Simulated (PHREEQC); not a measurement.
Make-up at 25 °C: 0.12 mol/kgw H2SO4, 3.7e-05 mol/kgw AlCl3 and 0.00092 mol/kgw MgCl2. Closed to the air; pH follows from the charge balance.

The numbers come from PHREEQC with the ion-association model, phreeqc.dat.

No solid was allowed to form.

### Question
Predict the pH, specific conductance, density.

### Answer
pH 0.94; specific conductance 46000 µS/cm; density 1.005 g/cm³.

### Question
In which forms is Mg present?

### Answer
Mg+2 65 %, MgSO4 35 % of the Mg.
